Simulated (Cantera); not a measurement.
Input (Python, Cantera):

```python
import numpy as np
import cantera as ct

gas = ct.Solution("gri30.yaml")
gas.TPX = 1275, 100000, {'CH4': 1, 'O2': 2.67, 'N2': 10, 'H2O': 2.4}
reactor = ct.IdealGasReactor(gas, energy="on", clone=False)
net = ct.ReactorNet([reactor])
net.rtol, net.atol = 1e-08, 1e-16
show = ['CH4', 'O2', 'H2O', 'N2O', 'HO2', 'C2H2', 'NO']
times = np.geomspace(3e-06, 4, 10)

steps = ct.SolutionArray(gas, extra=["t"])
rows = []
print(f"{'t/s':>10s}{'T/K':>9s}{'P/Pa':>11s}" + "".join(f"{s:>11s}" for s in show))
for t in times:
    while net.time < t:
        t_next = net.step()
        steps.append(gas.state, t=t_next)
    rows.append([np.interp(t, steps.t, y) for y in (steps.T, steps.P, *steps(*show).X.T)])
    print(f"{t:10.3e}{rows[-1][0]:9.1f}{rows[-1][1]:11.4g}" + "".join(f"{x:11.3e}" for x in rows[-1][2:]))
rate = np.gradient(steps.T, steps.t)
print("integrator steps:", len(steps.t))
if steps.T.max() > steps.T[0] + 200:
    print(f"time of steepest temperature rise: {steps.t[rate.argmax()]:.4e} s")
gas.TPX = 1275, 100000, {'CH4': 1, 'O2': 2.67, 'N2': 10, 'H2O': 2.4}
gas.equilibrate("UV")
print(f"equilibrium (UV): T = {gas.T:.1f} K  " + "  ".join(f"{s} {gas[s].X[0]:.3e}" for s in show))
```

Output:

```
       t/s      T/K       P/Pa        CH4         O2        H2O        N2O        HO2       C2H2         NO
 3.000e-06   1275.0      1e+05  6.223e-02  1.661e-01  1.493e-01  6.273e-16  5.584e-09  1.538e-24  6.629e-21
 1.438e-05   1275.0      1e+05  6.223e-02  1.661e-01  1.493e-01  6.593e-15  2.661e-08  2.357e-21  8.701e-20
 6.890e-05   1275.0      1e+05  6.223e-02  1.661e-01  1.493e-01  1.082e-13  1.230e-07  2.020e-18  8.467e-19
 3.302e-04   1275.0      1e+05  6.223e-02  1.661e-01  1.493e-01  2.056e-12  4.915e-07  2.025e-15  1.562e-17
 1.582e-03   1275.1      1e+05  6.220e-02  1.661e-01  1.494e-01  2.676e-11  8.741e-07  6.959e-12  6.240e-16
 7.583e-03   1277.9  1.002e+05  6.171e-02  1.658e-01  1.497e-01  3.344e-10  3.258e-06  6.177e-09  1.558e-14
 3.634e-02   2539.6  2.019e+05  8.573e-17  3.967e-02  2.554e-01  6.491e-07  8.632e-06  6.856e-21  9.053e-03
 1.742e-01   2539.0  2.019e+05  8.570e-17  3.950e-02  2.555e-01  6.532e-07  8.592e-06  6.829e-21  9.412e-03
 8.347e-01   2539.0  2.019e+05  8.570e-17  3.950e-02  2.555e-01  6.532e-07  8.592e-06  6.829e-21  9.412e-03
 4.000e+00   2539.0  2.019e+05  8.570e-17  3.950e-02  2.555e-01  6.532e-07  8.592e-06  6.829e-21  9.412e-03
integrator steps: 2265
time of steepest temperature rise: 1.9092e-02 s
equilibrium (UV): T = 2539.0 K  CH4 1.155e-16  O2 3.950e-02  H2O 2.555e-01  N2O 6.532e-07  HO2 8.592e-06  C2H2 7.598e-21  NO 9.412e-03
```

Detailed kinetics in Cantera: GRI-Mech 3.0 (53 species, 325 reactions).
